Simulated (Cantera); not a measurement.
Premixed flame

A freely propagating, adiabatic, planar premixed flame of H₂ : O₂ : N₂ : H₂O = 1 : 0.455 : 1.71 : 0.13 (molar parts), unburnt at 573 K and 64000 Pa; mixture-averaged transport, grid criteria slope 0.08 and curve 0.16, no radiation.

Model: the H2/O2 subset of GRI-Mech 3.0, which has no nitrogen chemistry, integrated in Cantera. Burning velocities carry a grid error of a few per cent, more on coarse grids.

| z (mm) | T (K) | u (m/s) | x H₂ | x O₂ | x H₂O | x H | x H₂O₂ | x O |
|---|---|---|---|---|---|---|---|---|
| -2.42 | 573 | 6.68 | 0.303 | 0.138 | 0.0395 | <1e-8 | <1e-8 | <1e-8 |
| -1.61 | 573 | 6.68 | 0.303 | 0.138 | 0.0395 | <1e-8 | <1e-8 | <1e-8 |
| -1.21 | 573 | 6.68 | 0.303 | 0.138 | 0.0395 | <1e-8 | <1e-8 | <1e-8 |
| -0.806 | 573 | 6.68 | 0.303 | 0.138 | 0.0395 | <1e-8 | <1e-8 | <1e-8 |
| -0.403 | 579 | 6.73 | 0.301 | 0.138 | 0.0398 | 5.52e-5 | 1.47e-6 | 2.86e-6 |
| -0.201 | 742 | 8.46 | 0.276 | 0.135 | 0.0538 | 0.00425 | 1.36e-5 | 0.000190 |
| 0 | 1182 | 13.0 | 0.172 | 0.0980 | 0.137 | 0.0379 | 3.66e-6 | 0.00476 |
| 0.201 | 1500 | 16.3 | 0.0774 | 0.0396 | 0.242 | 0.0648 | 2.62e-6 | 0.0107 |
| 0.403 | 1644 | 17.7 | 0.0607 | 0.0251 | 0.268 | 0.0615 | 1.64e-6 | 0.0111 |
| 0.806 | 1796 | 19.2 | 0.0595 | 0.0205 | 0.279 | 0.0492 | 8.69e-7 | 0.00975 |
| 1.61 | 1953 | 20.6 | 0.0583 | 0.0167 | 0.291 | 0.0362 | 4.58e-7 | 0.00764 |
| 3.22 | 2103 | 21.9 | 0.0550 | 0.0129 | 0.305 | 0.0250 | 2.69e-7 | 0.00540 |
| 6.44 | 2237 | 23.1 | 0.0501 | 0.00932 | 0.320 | 0.0163 | 1.81e-7 | 0.00343 |
x: mole fraction of selected species; z is measured from the peak of heat release.

```
Property                     Value
------------------------  --------
laminar burning velocity  668 cm/s
thermal thickness         0.806 mm
peak x(H)                   0.0653
peak x(H₂O₂)               1.36e-5
peak x(O)                   0.0112
grid points                    130
```
